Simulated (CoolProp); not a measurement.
Vapour-liquid equilibrium of carbon dioxide (1) + isobutane (2) at 237.3 K; x and y are mole fractions of (1).

Values from CoolProp's multi-fluid Helmholtz-energy mixture model, Span 1996 and Bücker 2006; pair parameters Kunz 2012.

| x | bubble pressure, mixture model (MPa) | bubble pressure, Raoult's law (MPa) | y, mixture model | y, Raoult's law |
|---|---|---|---|---|
| 0.05 | 0.1348 | 0.09188 | 0.742 | 0.635 |
| 0.125 | 0.2841 | 0.1768 | 0.881 | 0.825 |
| 0.2 | 0.4234 | 0.2616 | 0.923 | 0.892 |
| 0.275 | 0.5450 | 0.3465 | 0.942 | 0.926 |
| 0.35 | 0.6461 | 0.4314 | 0.953 | 0.947 |
| 0.425 | 0.7275 | 0.5162 | 0.960 | 0.961 |
| 0.5 | 0.7927 | 0.6011 | 0.965 | 0.971 |
| 0.575 | 0.8464 | 0.6860 | 0.969 | 0.978 |
| 0.65 | 0.8939 | 0.7708 | 0.972 | 0.984 |
| 0.725 | 0.9398 | 0.8557 | 0.976 | 0.989 |
| 0.8 | 0.9888 | 0.9406 | 0.980 | 0.992 |
| 0.875 | 1.045 | 1.025 | 0.985 | 0.996 |
| 0.95 | 1.113 | 1.110 | 0.993 | 0.998 |

The largest gap from Raoult's law is +61.9 % in bubble pressure, at x = 0.2. No azeotrope shows between x = 0.05 and 0.95.

The pair parameters rest on a limited set of measurements; away from them the model extrapolates. With so large a gap from Raoult's law the liquid may split in two, which this calculation doesn't test in full.
